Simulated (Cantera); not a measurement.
An isothermal, constant-pressure homogeneous reactor starts with H2 : O2 : N2 = 1.8 : 1 : 5.2 (molar parts), equivalence ratio 0.90, at 898 K and 413 Torr.

Computed with Cantera and the H2/O2 subset of GRI-Mech 3.0, which has no nitrogen chemistry. Below about 950 K walls govern HO2 and H2O2 in real vessels. The temperature is held fixed by assumption; the heat of reaction is taken as removed at once.

### Question
Predict: x(H2) at 1.00 s; x(O2) at 1.00 s; x(H2O) at 1.00 s; x(OH) at 1.00 s; x(H2O2) at 1.00 s; x(O) at 1.00 s; x(H) at 1.00 s.

### Answer
| Item | Value |
|---|---|
| x(H2) at 1.00 s | 0.136 (gas-phase equilibrium 8.62e-12) |
| x(O2) at 1.00 s | 0.0810 (gas-phase equilibrium 0.0141) |
| x(H2O) at 1.00 s | 0.0996 (gas-phase equilibrium 0.254) |
| x(OH) at 1.00 s | 2.72e-8 (gas-phase equilibrium 1.18e-8) |
| x(H2O2) at 1.00 s | 0.000464 (gas-phase equilibrium 1.47e-11) |
| x(O) at 1.00 s | 3.42e-8 (gas-phase equilibrium <1e-12) |
| x(H) at 1.00 s | 3.25e-7 (gas-phase equilibrium <1e-12) |
